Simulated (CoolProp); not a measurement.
A single-stage vapour-compression cycle with carbon dioxide: evaporating at 235.15 K (dew point), condensing at 287.15 K (bubble point), superheat 2 K, subcooling 0 K, compressor efficiency 0.75, no pressure losses. Each further row changes one setting.

Model: reference Helmholtz-energy equation of state, Span 1996, in CoolProp.

```json
[
 {"case": "as stated", "cooling COP": "2.13", "pressure ratio": "4.60", "discharge temperature (K)": "364.6", "refrigerating effect (kJ/kg)": "201", "volumetric capacity (kJ/m³)": "5560"},
 {"case": "evaporating temperature 240.15 K", "cooling COP": "2.47", "pressure ratio": "3.85", "discharge temperature (K)": "354.4", "refrigerating effect (kJ/kg)": "202", "volumetric capacity (kJ/m³)": "6650"},
 {"case": "condensing temperature 282.15 K", "cooling COP": "2.51", "pressure ratio": "4.06", "discharge temperature (K)": "353.0", "refrigerating effect (kJ/kg)": "215", "volumetric capacity (kJ/m³)": "5950"},
 {"case": "subcooling 5 K", "cooling COP": "2.29", "pressure ratio": "4.60", "discharge temperature (K)": "364.6", "refrigerating effect (kJ/kg)": "216", "volumetric capacity (kJ/m³)": "5980"},
 {"case": "superheat 12 K", "cooling COP": "2.10", "pressure ratio": "4.60", "discharge temperature (K)": "378.9", "refrigerating effect (kJ/kg)": "211", "volumetric capacity (kJ/m³)": "5480"},
 {"case": "compressor efficiency 0.65", "cooling COP": "1.85", "pressure ratio": "4.60", "discharge temperature (K)": "377.4", "refrigerating effect (kJ/kg)": "201", "volumetric capacity (kJ/m³)": "5560"}
]
```
